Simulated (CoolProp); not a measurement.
Vapour-liquid equilibrium of cyclopentane (1) + octamethylcyclotetrasiloxane (D4) (2) at 70 kPa; x and y are mole fractions of (1).

The numbers come from the multi-fluid Helmholtz-energy mixture model, Gedanitz 2015 and Thol 2015; pair parameters Bell 2016 in CoolProp.

```json
[
 {"x": "0.05", "bubble temperature, mixture model (K)": "417.2", "bubble temperature, Raoult's law (K)": "405.9", "y, mixture model": "…", "y, Raoult's law": "0.604"},
 {"x": "0.15", "bubble temperature, mixture model (K)": "387.7", "bubble temperature, Raoult's law (K)": "373.2", "y, mixture model": "0.804", "y, Raoult's law": "0.894"},
 {"x": "0.25", "bubble temperature, mixture model (K)": "367.0", "bubble temperature, Raoult's law (K)": "355.5", "y, mixture model": "…", "y, Raoult's law": "0.957"},
 {"x": "0.35", "bubble temperature, mixture model (K)": "…", "bubble temperature, Raoult's law (K)": "344.0", "y, mixture model": "…", "y, Raoult's law": "0.979"},
 {"x": "0.45", "bubble temperature, mixture model (K)": "341.9", "bubble temperature, Raoult's law (K)": "335.7", "y, mixture model": "0.983", "y, Raoult's law": "0.988"},
 {"x": "0.55", "bubble temperature, mixture model (K)": "…", "bubble temperature, Raoult's law (K)": "329.3", "y, mixture model": "…", "y, Raoult's law": "0.993"},
 {"x": "0.65", "bubble temperature, mixture model (K)": "…", "bubble temperature, Raoult's law (K)": "324.1", "y, mixture model": "0.996", "y, Raoult's law": "0.996"},
 {"x": "0.75", "bubble temperature, mixture model (K)": "321.5", "bubble temperature, Raoult's law (K)": "319.9", "y, mixture model": "0.998", "y, Raoult's law": "0.998"},
 {"x": "0.85", "bubble temperature, mixture model (K)": "317.0", "bubble temperature, Raoult's law (K)": "316.2", "y, mixture model": "0.999", "y, Raoult's law": "0.999"},
 {"x": "0.95", "bubble temperature, mixture model (K)": "…", "bubble temperature, Raoult's law (K)": "313.0", "y, mixture model": "1.000", "y, Raoult's law": "1.000"}
]
```

Task: Complete the blanks.

Result: 
- 0.05, y, mixture model: 0.419
- 0.25, y, mixture model: 0.924
- 0.35, bubble temperature, mixture model (K): 352.6
- 0.35, y, mixture model: 0.966
- 0.55, bubble temperature, mixture model (K): 333.6
- 0.55, y, mixture model: 0.991
- 0.65, bubble temperature, mixture model (K): 327.0
- 0.95, bubble temperature, mixture model (K): 313.2

The largest gap from Raoult's law is +14.5 K in bubble temperature, at x = 0.15. No azeotrope shows between x = 0.05 and 0.95.

The pair parameters rest on a limited set of measurements; away from them the model extrapolates.
